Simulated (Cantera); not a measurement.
Thermodynamics of silicon nitride deposition, feed SiHCl₃ + NH₃ + N₂

Feed: 1 mol SiHCl₃, 18 mol NH₃, 1.5 mol N₂, equilibrated at 3500 Pa.

Method: chemical equilibrium by Gibbs-energy minimisation in Cantera with the NASA 1993 tables (ideal gas, pure condensed phases). Candidate condensed phases: NH₄Cl, Si, Si₃N₄; 28 gas species. The tables' values for SiCl, SiCl₃, SiN are old estimates; treat these amounts as uncertain. Gases not in the tables: Si₂H₆ and higher silanes. Kinetics and transport are ignored.

From 700 K to 1750 K the condensed part is Si₃N₄(s). At 1900 K the condensed part is Si(l). The main Si-bearing gas is SiCl₄ at 700 K and SiCl₂ at 1900 K.

```csv
T (K),x H₂,x N₂,x HCl,x SiCl₂,x H,n Si₃N₄(s),n Si(l)
700,0.670,0.253,0.0768,<1e-12,<1e-12,0.332,0
850,0.670,0.253,0.0771,8.04e-11,8.96e-11,0.333,0
1000,0.670,0.253,0.0772,2.27e-8,9.93e-9,0.333,0
1150,0.670,0.253,0.0772,1.45e-6,3.26e-7,0.333,0
1300,0.670,0.253,0.0771,3.47e-5,4.84e-6,0.333,0
1450,0.670,0.253,0.0763,0.000415,4.14e-5,0.327,0
1600,0.671,0.255,0.0714,0.00273,0.000238,0.297,0
1750,0.674,0.258,0.0578,0.00927,0.00102,0.210,0
1900,0.666,0.265,0.0527,0.0113,0.00346,0,0.524
```
x: gas mole fraction; n: condensed amount in mol.
